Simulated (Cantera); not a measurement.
A closed system holds: 1 mol Al2O3, 0.51 mol Cl2, 1.2 mol H2, equilibrated at 0.600 bar.

These are equilibrium values from Cantera (NASA tables, ideal gas, pure condensed phases), not measurements of a reactor. Candidate condensed phases: Al, AlCl3, Al2O3, H2O; 29 gas species. The tables' values for AlCl2 are old estimates; treat these amounts as uncertain. Condensed phases not in the tables: AlOCl. Rates play no part.

log p: log10 of the partial pressure in bar; n: condensed amount in mol.

```csv
T (°C),log p HCl,log p H2,log p H2O,log p AlCl3,log p Cl,n Al2O3(s)
700,-0.45,-0.62,-3.91,___,-9.13,1.000
800,-0.45,-0.62,-3.59,___,-8.04,1.000
900,-0.45,-0.62,-3.33,___,-7.13,1.000
1000,-0.45,-0.62,-3.11,___,-6.36,0.999
1100,-0.45,-0.62,-2.92,___,-5.70,0.999
1200,-0.45,-0.62,-2.77,___,-5.13,0.998
1300,-0.45,-0.62,-2.63,___,-4.63,0.998
1400,-0.45,-0.62,-2.51,___,-4.20,0.997
```

Problem. Complete the blanks.

Solution. 
- 700, log p AlCl3: -4.09
- 800, log p AlCl3: -3.77
- 900, log p AlCl3: -3.50
- 1000, log p AlCl3: -3.29
- 1100, log p AlCl3: -3.10
- 1200, log p AlCl3: -2.94
- 1300, log p AlCl3: -2.81
- 1400, log p AlCl3: -2.69
